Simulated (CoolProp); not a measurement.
Saturated liquid density (kg/m³) of propylene: the reference equation beside estimates from Tc = 364.2 K, pc = 4.555 MPa, ω = 0.146.

The numbers come from the reference Helmholtz-energy equation of state, Lemmon 2013 in CoolProp.

```
T (K)  reference  van der Waals  Redlich-Kwong  Soave-Redlich-Kwong
-----  ---------  -------------  -------------  -------------------
190.1      652.3            ___          607.6                612.0
197.8      643.3          404.7          599.1                604.2
205.5      634.3          399.4          590.2                596.1
213.2      625.1            ___          580.9                587.6
220.9      615.8          388.4          571.3                  ___
228.5      606.4          382.7          561.5                569.5
236.2      596.6            ___          551.1                559.7
243.9      586.7          370.6          540.2                549.5
251.6      576.5          364.2            ___                538.7
259.2        ___          357.6          517.2                527.5
266.9      555.2          350.6            ___                515.6
274.6      544.0          343.3          491.8                503.0
```

Task: What belongs in the gaps?

Result: 
- 190.1, van der Waals: 409.8
- 213.2, van der Waals: 394.0
- 220.9, Soave-Redlich-Kwong: 578.7
- 236.2, van der Waals: 376.8
- 251.6, Redlich-Kwong: 528.9
- 259.2, reference: 566.1
- 266.9, Redlich-Kwong: 504.8

Absolute difference from the reference over all 12 rows, mean and median: van der Waals 36.9 and 36.9 %, Redlich-Kwong 7.8 and 7.5 %, Soave-Redlich-Kwong 6.4 and 6.2 %.
